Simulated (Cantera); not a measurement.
What does this Cantera script print?

```python
import numpy as np
import cantera as ct

gas_names = """
    B BH BH2 BH3 BN BO BO2 B2 B2O B2O2 B2O3 B3O3H3 H HBO HBO2 HNO HNO2 HNO3 HO2 H2 H2O H2O2 H3B3O6 N NH
    NH2 NH3 NH2OH NO NO2 NO3 N2 N2H2 N2H4 N2O O OH O2 O3
""".split()
cond_names = """
    B(b) B(L) BN(s) B2O3(L) B3O3H3(cr) H2O(s) H2O(L)
""".split()


# ... load() reads the species with a 1 bar reference pressure and builds the phases ...
atoms = {
    'borazine': {'B': 3, 'N': 3, 'H': 6},
    'O2': {'O': 2},
    'N2': {'N': 2},
}
top_T = {'BN(s)': 3200}  # K; cautious upper limits of use, not melting points


# ... equilibrate(T, P, feed) seeds the gas with the atoms and calls Mixture.equilibrate('TP', solver="vcs", rtol=1e-11, max_steps=5000) ...
results = []
feed = {'borazine': 1, 'O2': 0.21, 'N2': 1.4}  # mol
P = 410  # Pa
for T in [923, 1023, 1123, 1223, 1323, 1423, 1523]:
    mix = equilibrate(T, P, feed)
    results.append((T, P, feed, dict(zip(mix.species_names, mix.species_moles))))
    x = sorted(zip(gas.X, gas.species_names), reverse=True)
    print(f"T = {T:g} K  P = {P:g} Pa  gas = {mix.phase_moles(0):.4g} mol")
    print("   x: " + "  ".join(f"{s} {v:.3e}" for v, s in x if v > 0.0001))
    print("   condensed (mol): " + ("  ".join(f"{mix.phase(i).name} {mix.phase_moles(i):.4g}"
          for i in range(1, mix.n_phases) if mix.phase_moles(i) > 1e-12) or "none"))
```

Output:

```
T = 923 K  P = 410 Pa  gas = 4.539 mol
   x: H2 6.602e-01  N2 3.390e-01  H2O 7.325e-04
   condensed (mol): BN(s) 2.722  B2O3(L) 0.1389
T = 1023 K  P = 410 Pa  gas = 4.539 mol
   x: H2 6.602e-01  N2 3.390e-01  H2O 7.084e-04
   condensed (mol): BN(s) 2.722  B2O3(L) 0.1389
T = 1123 K  P = 410 Pa  gas = 4.539 mol
   x: H2 6.602e-01  N2 3.390e-01  H2O 6.797e-04  HBO2 1.044e-04
   condensed (mol): BN(s) 2.722  B2O3(L) 0.1387
T = 1223 K  P = 410 Pa  gas = 4.54 mol
   x: H2 6.599e-01  N2 3.389e-01  H2O 6.496e-04  HBO2 4.564e-04
   condensed (mol): BN(s) 2.723  B2O3(L) 0.1376
T = 1323 K  P = 410 Pa  gas = 4.543 mol
   x: H2 6.589e-01  N2 3.386e-01  HBO2 1.569e-03  H2O 6.194e-04  HBO 2.618e-04
   condensed (mol): BN(s) 2.724  B2O3(L) 0.1335
T = 1423 K  P = 410 Pa  gas = 4.556 mol
   x: H2 6.548e-01  N2 3.374e-01  HBO2 4.462e-03  HBO 1.640e-03  B2O3 1.001e-03  H2O 5.876e-04
   condensed (mol): BN(s) 2.726  B2O3(L) 0.1184
T = 1523 K  P = 410 Pa  gas = 4.625 mol
   x: H2 6.386e-01  N2 3.326e-01  HBO2 1.081e-02  B2O3 8.407e-03  HBO 7.947e-03  B2O2 6.931e-04  H2O 5.459e-04  H 2.884e-04
   condensed (mol): BN(s) 2.724  B2O3(L) 0.05241
```

These are equilibrium values from Cantera (NASA tables, ideal gas, pure condensed phases), not measurements of a reactor. The feed counts by its element totals alone. Mutual solubility and eutectic melting of coexisting phases are not modelled.
